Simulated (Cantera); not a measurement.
**NO annealing gas**

An isothermal, constant-pressure homogeneous reactor starts with NO : N2 : H2O = 1 : 3.8 : 0.023 (molar parts), at 1450 K and 0.908 atm.

Computed with Cantera and GRI-Mech 3.0 (53 species, 325 reactions).

```
t (s)      x NO    x N2O      x O     x NO2   x N2
--------  -----  -------  -------  --------  -----
0.000900  0.207  1.67e-7  4.00e-9   1.56e-7  0.788
0.00419   0.207  7.60e-7  4.63e-9   7.73e-7  0.788
0.0195    0.207  3.19e-6  7.95e-9   4.16e-6  0.788
0.0911    0.207  9.66e-6  2.40e-8   2.27e-5  0.788
0.424     0.207  1.34e-5  6.12e-8   7.26e-5  0.788
1.98      0.207  1.34e-5  7.43e-8   8.97e-5  0.788
9.21      0.204  1.30e-5  1.07e-7  0.000131  0.790
42.9      0.192  1.16e-5  1.93e-7  0.000226  0.795
200       0.152  7.19e-6  3.55e-7  0.000332  0.816
```
x: mole fraction; the columns are a selection and need not sum to one.

Equilibrium at this temperature and pressure: NO 0.000712, N2O 4.53e-8, O 6.77e-7, NO2 3.00e-6, N2 0.891 (gas phase only).
